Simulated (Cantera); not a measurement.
**Hydrocarbon pyrolysis for carbon deposition**

An isothermal, constant-pressure homogeneous reactor starts with CH4 : N2 = 1 : 14 (molar parts), at 1600 K and 1.00 bar.

Model: GRI-Mech 3.0 (53 species, 325 reactions), integrated in Cantera. GRI-Mech 3.0 stops at C3 and has no aromatics, soot or wall deposition, so with more carbon than oxygen in the feed, carbon stays in small species such as C2H2 where larger ones or solid carbon would form.

```json
[
 {"t (s)": "0.000700", "x CH4": "0.0664", "x H": "1.52e-7", "x CH2": "9.51e-9", "x H2": "0.000123", "x C2H4": "1.66e-5", "x C2H": "<1e-12", "x CH3": "0.000119"},
 {"t (s)": "0.00255", "x CH4": "0.0655", "x H": "4.97e-7", "x CH2": "3.40e-8", "x H2": "0.000901", "x C2H4": "0.000271", "x C2H": "4.34e-11", "x CH3": "0.000229"},
 {"t (s)": "0.00931", "x CH4": "0.0597", "x H": "2.24e-6", "x CH2": "5.40e-8", "x H2": "0.00737", "x C2H4": "0.00176", "x C2H": "1.17e-9", "x CH3": "0.000278"},
 {"t (s)": "0.0340", "x CH4": "0.0465", "x H": "5.30e-6", "x CH2": "2.87e-8", "x H2": "0.0270", "x C2H4": "0.00105", "x C2H": "5.43e-9", "x CH3": "0.000175"},
 {"t (s)": "0.124", "x CH4": "0.0279", "x H": "9.28e-6", "x CH2": "1.46e-8", "x H2": "0.0541", "x C2H4": "0.000346", "x C2H": "1.02e-8", "x CH3": "9.56e-5"},
 {"t (s)": "0.452", "x CH4": "0.0111", "x H": "1.34e-5", "x CH2": "6.07e-9", "x H2": "0.0779", "x C2H4": "0.000256", "x C2H": "1.49e-8", "x CH3": "3.85e-5"},
 {"t (s)": "1.65", "x CH4": "0.00336", "x H": "1.58e-5", "x CH2": "2.01e-9", "x H2": "0.0887", "x C2H4": "0.000291", "x C2H": "1.76e-8", "x CH3": "1.21e-5"},
 {"t (s)": "6.01", "x CH4": "0.00156", "x H": "1.65e-5", "x CH2": "9.68e-10", "x H2": "0.0913", "x C2H4": "0.000305", "x C2H": "1.84e-8", "x CH3": "5.74e-6"},
 {"t (s)": "21.9", "x CH4": "0.00148", "x H": "1.65e-5", "x CH2": "9.20e-10", "x H2": "0.0914", "x C2H4": "0.000305", "x C2H": "1.84e-8", "x CH3": "5.45e-6"},
 {"t (s)": "80.0", "x CH4": "0.00148", "x H": "1.65e-5", "x CH2": "9.20e-10", "x H2": "0.0914", "x C2H4": "0.000305", "x C2H": "1.84e-8", "x CH3": "5.45e-6"}
]
```
x: mole fraction; the columns are a selection and need not sum to one.

Equilibrium at this temperature and pressure: CH4 0.000789, H 1.67e-5, CH2 4.84e-10, H2 0.0925, C2H4 8.44e-5, C2H 4.99e-9, CH3 2.88e-6 (gas phase only).
